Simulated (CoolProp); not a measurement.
Vapour-liquid equilibrium of n-hexane (1) + m-xylene (2) at 0.018 MPa; x and y are mole fractions of (1).

Values from CoolProp's multi-fluid Helmholtz-energy mixture model, Thol 2019 and Zhou 2012; pair parameters Bell 2016.

Question: Give the bubble temperature and the first vapour's composition at x = 0.2, 0.5, 0.65. Is there an azeotrope?

Answer: x = 0.2: 52.6 °C, y = 0.792; x = 0.5: 33.3 °C, y = 0.949; x = 0.65: 29.1 °C, y = 0.968. No azeotrope shows between x = 0.05 and 0.95.

Pair parameters are fitted to limited data, so mixtures are less certain than the pure fluids.
